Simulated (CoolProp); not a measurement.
The numbers come from the reference Helmholtz-energy equation of state, Smukala 2000 in CoolProp.

Q: Give the vapour pressure (MPa), liquid density (kg/m³), enthalpy of vaporisation (kJ/kg), liquid cp (kJ/(kg K)) of saturated ethylene at 242.7, 251.2 K.

A: 
```
T (K)  p (MPa)  liquid density (kg/m³)  enthalpy of vaporisation (kJ/kg)  liquid cp (kJ/(kg K))
-----  -------  ----------------------  --------------------------------  ---------------------
242.7     1.91                     440                               329                   3.11
251.2     2.40                     419                               300                   3.41
```
